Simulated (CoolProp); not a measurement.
Saturation properties of sulfur dioxide (Tc = 430.6 K, pc = 7.887 MPa, ω = 0.256).

Model: reference Helmholtz-energy equation of state, Gao 2016, in CoolProp.

```
T (K)  p (MPa)  liquid density (kg/m³)  enthalpy of vaporisation (kJ/kg)  vapour Z  surface tension (mN/m)
-----  -------  ----------------------  --------------------------------  --------  ----------------------
266.3   0.1165                    1453                             386.7    0.9695                    27.9
269.9   0.1359                    1444                             383.5    0.9661                    27.2
273.5        …                    1434                             380.2    0.9625                    26.5
277.2   0.1830                    1424                             376.8    0.9585                    25.7
280.8   0.2106                    1415                             373.4    0.9544                    25.0
284.4   0.2413                    1405                             370.0    0.9501                    24.3
288     0.2754                    1395                             366.5    0.9454                    23.6
291.6   0.3132                    1385                             363.0    0.9405                    22.9
295.2   0.3549                    1375                             359.4    0.9354                    22.2
298.8   0.4007                    1365                             355.7    0.9299                    21.5
302.4   0.4510                       …                             352.0         …                    20.8
306          …                    1344                             348.2    0.9182                    20.1
309.6   0.5660                    1334                             344.3    0.9119                    19.4
313.3   0.6331                    1323                             340.2    0.9051                    18.7
316.9   0.7041                    1312                             336.2    0.8981                    18.0
```

Problem. Fill in the missing entries.

Solution. 
- 273.5, p (MPa): 0.1577
- 302.4, liquid density (kg/m³): 1355
- 302.4, vapour Z: 0.9242
- 306, p (MPa): 0.5060

It boils at 263.1 K under 1 atm.

Surface tension comes from a separate correlation (Mulero 2012).
